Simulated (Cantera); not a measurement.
Input: 1 mol HI, 5.1 mol H₂O, held at 59300 Torr.

Cantera equilibrium calculation (NASA polynomials, part measured and part estimated; ideal gas, pure solids and liquids). Candidate condensed phases: H₂O, I₂; 12 gas species. Each liquid is taken as pure. The ideal-gas law is rough above about 30 bar. The numbers say what is thermodynamically allowed, not how fast it happens.

x: gas mole fraction; n: condensed amount in mol.

```tsv
T (K)	x H₂O	x HI	x H₂	x I₂	n H₂O(l)	n I₂(l)
500	0.292	0.590	0.0862	0.0316	4.72	0.0716
525	…	…	…	…	…	0
550	…	…	…	…	…	0
575	0.833	0.138	0.0146	0.0146	0.102	0
600	0.836	0.134	0.0149	0.0149	0	0
625	0.836	0.133	0.0155	0.0155	0	0
650	0.836	0.132	0.0161	0.0161	0	0
675	0.836	0.131	0.0167	0.0167	0	0
```

Task: What belongs in the gaps?

Result: 
- 550, x H₂O: 0.615
- 550, x HI: 0.321
- 550, x H₂: 0.0321
- 550, x I₂: 0.0321
- 550, n H₂O(l): 3.50
- 525, x H₂O: 0.435
- 525, x HI: 0.476
- 525, x H₂: 0.0449
- 525, x I₂: 0.0449
- 525, n H₂O(l): 4.33
